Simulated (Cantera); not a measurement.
A closed system holds: 1 mol CuO, 0.94 mol C, 5.2 mol H2, held at 1825 K and 1.70 bar.

Method: chemical equilibrium by Gibbs-energy minimisation in Cantera with the NASA 1993 tables (ideal gas, pure condensed phases). Candidate condensed phases: C, C6H6, C7H8, C8H18, Cu, CuO, Cu(OH)2, Cu2O, H2O; 113 gas species. The numbers say what is thermodynamically allowed, not how fast it happens.

Base state: H2 0.837, CO 0.153, H2O 0.00934, CO2 0.000434, Cu 0.000424, H 0.000309 (mole fractions); condensed: Cu(l).

### Question
What changes in the equilibrium state with this change: CuO replaced by Ta2O5?

### Answer
```csv
species,before,after
H2,0.837,0.882
CO,0.153,0.113
H2O,0.00934,0.00440
Cu,0.000424,0
CO2,0.000434,0.000144
H,0.000309,0.000317
"Cu(l), mol",0.997,0
"TaC(s), mol",0,0.276
"Ta2O5(s), mol",0,0.862
```
Mutual solubility and eutectic melting of coexisting phases are not modelled. TaC: taken at fixed stoichiometry. Condensed phases not in the tables: Ta2C. Further candidate phases: Ta, TaC, Ta2O5.

### Question
What changes in the equilibrium state with this change: temperature from 1825 K to 898.15 K?

### Answer
```json
[
 {"species": "H2", "before": "0.837", "after": "0.656"},
 {"species": "CH4", "before": "4.95e-6", "after": "0.149"},
 {"species": "H2O", "before": "0.00934", "after": "0.145"},
 {"species": "CO2", "before": "0.000434", "after": "0.0168"},
 {"species": "CO", "before": "0.153", "after": "0.0328"},
 {"species": "Cu", "before": "0.000424", "after": "<1e-9"},
 {"species": "H", "before": "0.000309", "after": "<1e-9"},
 {"species": "Cu(l), mol", "before": "0.997", "after": "0"},
 {"species": "Cu(s), mol", "before": "0", "after": "1.00"}
]
```
